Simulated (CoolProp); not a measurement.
Water along the isotherm 726.85 °C: fugacity coefficient from the reference equation and from simpler models built on Tc = 373.9 °C, pc = 22.06 MPa, ω = 0.344; each cubic takes its own stable root.

The numbers come from the reference Helmholtz-energy equation of state, Wagner 2002 in CoolProp.

```json
[
 {"p (MPa)": "2.55", "phase": "gas", "reference": "0.9935"},
 {"p (MPa)": "5.09", "phase": "gas", "reference": "0.9871"},
 {"p (MPa)": "7.64", "phase": "gas", "reference": "0.9806"},
 {"p (MPa)": "10.2", "phase": "gas", "reference": "0.9742"},
 {"p (MPa)": "12.7", "phase": "gas", "reference": "0.9679"},
 {"p (MPa)": "15.3", "phase": "gas", "reference": "0.9615"},
 {"p (MPa)": "17.8", "phase": "gas", "reference": "0.9553"},
 {"p (MPa)": "20.4", "phase": "gas", "reference": "0.9489"},
 {"p (MPa)": "22.9", "phase": "supercritical", "reference": "0.9428"},
 {"p (MPa)": "25.5", "phase": "supercritical", "reference": "0.9365"},
 {"p (MPa)": "28", "phase": "supercritical", "reference": "0.9305"},
 {"p (MPa)": "30.6", "phase": "supercritical", "reference": "0.9243"},
 {"p (MPa)": "33.1", "phase": "supercritical", "reference": "0.9184"}
]
```

**Question.** How far does each simpler model (van der Waals, Redlich-Kwong, Soave-Redlich-Kwong, Peng-Robinson) lie from the reference over these 13 states: mean and median of the absolute difference, and the worst?

**Answer.** 
- van der Waals: mean 3.2 %, median 3.2 %, worst -5.8 % at 726.85 °C and 33.1 MPa
- Redlich-Kwong: mean 2.3 %, median 2.4 %, worst -4.0 % at 726.85 °C and 33.1 MPa
- Soave-Redlich-Kwong: mean 1.2 %, median 1.1 %, worst +2.4 % at 726.85 °C and 33.1 MPa
- Peng-Robinson: mean 0.5 %, median 0.6 %, worst -0.6 % at 726.85 °C and 22.9 MPa
